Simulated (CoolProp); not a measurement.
A single-stage vapour-compression cycle with R125: evaporating at 223.15 K (dew point), condensing at 245.15 K (bubble point), superheat 10 K, subcooling 8 K, compressor efficiency 0.7, no pressure losses. Each further row changes one setting.

Values from CoolProp's reference Helmholtz-energy equation of state, Lemmon 2005.

```json
[
 {"case": "as stated", "cooling COP": "(withheld)", "pressure ratio": "2.68", "discharge temperature (K)": "267.9", "refrigerating effect (kJ/kg)": "156", "volumetric capacity (kJ/m³)": "923"},
 {"case": "evaporating temperature 228.15 K", "cooling COP": "9.22", "pressure ratio": "2.10", "discharge temperature (K)": "(withheld)", "refrigerating effect (kJ/kg)": "159", "volumetric capacity (kJ/m³)": "1180"},
 {"case": "condensing temperature 240.15 K", "cooling COP": "9.01", "pressure ratio": "2.18", "discharge temperature (K)": "260.5", "refrigerating effect (kJ/kg)": "162", "volumetric capacity (kJ/m³)": "957"},
 {"case": "subcooling 13 K", "cooling COP": "7.08", "pressure ratio": "2.68", "discharge temperature (K)": "267.9", "refrigerating effect (kJ/kg)": "162", "volumetric capacity (kJ/m³)": "957"},
 {"case": "superheat 20 K", "cooling COP": "6.81", "pressure ratio": "2.68", "discharge temperature (K)": "278.4", "refrigerating effect (kJ/kg)": "163", "volumetric capacity (kJ/m³)": "921"},
 {"case": "compressor efficiency 0.6", "cooling COP": "5.86", "pressure ratio": "2.68", "discharge temperature (K)": "(withheld)", "refrigerating effect (kJ/kg)": "156", "volumetric capacity (kJ/m³)": "923"}
]
```

Q: What belongs in the gaps?

A: 
- as stated, cooling COP: 6.83
- evaporating temperature 228.15 K, discharge temperature (K): 264.6
- compressor efficiency 0.6, discharge temperature (K): 272.8
